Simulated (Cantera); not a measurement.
What does this Cantera script print?

```python
import numpy as np
import cantera as ct

gas = ct.Solution("gri30.yaml")
gas.TPX = 1775, 1400000, {'CH4': 1, 'H2': 0.32, 'O2': 3.38, 'N2': 12.7}
reactor = ct.IdealGasConstPressureReactor(gas, energy="on", clone=False)
net = ct.ReactorNet([reactor])
net.rtol, net.atol = 1e-08, 1e-16
show = ['CH4', 'H2', 'O2', 'CH2', 'NO']
times = np.geomspace(8e-06, 2, 15)

steps = ct.SolutionArray(gas, extra=["t"])
rows = []
print(f"{'t/s':>10s}{'T/K':>9s}{'P/Pa':>11s}" + "".join(f"{s:>11s}" for s in show))
for t in times:
    while net.time < t:
        t_next = net.step()
        steps.append(gas.state, t=t_next)
    rows.append([np.interp(t, steps.t, y) for y in (steps.T, steps.P, *steps(*show).X.T)])
    print(f"{t:10.3e}{rows[-1][0]:9.1f}{rows[-1][1]:11.4g}" + "".join(f"{x:11.3e}" for x in rows[-1][2:]))
rate = np.gradient(steps.T, steps.t)
print("integrator steps:", len(steps.t))
if steps.T.max() > steps.T[0] + 200:
    print(f"time of steepest temperature rise: {steps.t[rate.argmax()]:.4e} s")
gas.TPX = 1775, 1400000, {'CH4': 1, 'H2': 0.32, 'O2': 3.38, 'N2': 12.7}
gas.equilibrate("HP")
print(f"equilibrium (HP): T = {gas.T:.1f} K  " + "  ".join(f"{s} {gas[s].X[0]:.3e}" for s in show))
```

Output:

```
       t/s      T/K       P/Pa        CH4         H2         O2        CH2         NO
 8.000e-06   2486.6    1.4e+06  6.117e-07  7.682e-03  8.370e-02  2.665e-07  1.763e-05
 1.944e-05   2855.5    1.4e+06  4.203e-16  3.317e-03  6.945e-02  2.969e-15  1.017e-03
 4.723e-05   2852.7    1.4e+06  4.147e-16  3.300e-03  6.838e-02  2.850e-15  3.274e-03
 1.148e-04   2846.2    1.4e+06  4.097e-16  3.279e-03  6.625e-02  2.696e-15  7.801e-03
 2.788e-04   2836.7    1.4e+06  4.022e-16  3.249e-03  6.316e-02  2.476e-15  1.439e-02
 6.775e-04   2830.0    1.4e+06  3.971e-16  3.229e-03  6.100e-02  2.330e-15  1.897e-02
 1.646e-03   2829.0    1.4e+06  3.963e-16  3.226e-03  6.066e-02  2.307e-15  1.970e-02
 4.000e-03   2828.9    1.4e+06  3.963e-16  3.226e-03  6.066e-02  2.307e-15  1.970e-02
 9.719e-03   2828.9    1.4e+06  3.963e-16  3.226e-03  6.066e-02  2.307e-15  1.970e-02
 2.362e-02   2828.9    1.4e+06  3.963e-16  3.226e-03  6.066e-02  2.307e-15  1.970e-02
 5.738e-02   2828.9    1.4e+06  3.963e-16  3.226e-03  6.066e-02  2.307e-15  1.970e-02
 1.394e-01   2828.9    1.4e+06  3.963e-16  3.226e-03  6.066e-02  2.307e-15  1.970e-02
 3.388e-01   2828.9    1.4e+06  3.963e-16  3.226e-03  6.066e-02  2.307e-15  1.970e-02
 8.231e-01   2828.9    1.4e+06  3.963e-16  3.226e-03  6.066e-02  2.307e-15  1.970e-02
 2.000e+00   2828.9    1.4e+06  3.963e-16  3.226e-03  6.066e-02  2.307e-15  1.970e-02
integrator steps: 1685
time of steepest temperature rise: 7.7094e-06 s
equilibrium (HP): T = 2828.9 K  CH4 5.422e-16  H2 3.226e-03  O2 6.066e-02  CH2 2.905e-15  NO 1.970e-02
```

Detailed kinetics in Cantera: GRI-Mech 3.0 (53 species, 325 reactions). The pressure lies above the range GRI-Mech 3.0 was tuned for (to about 10 atm).
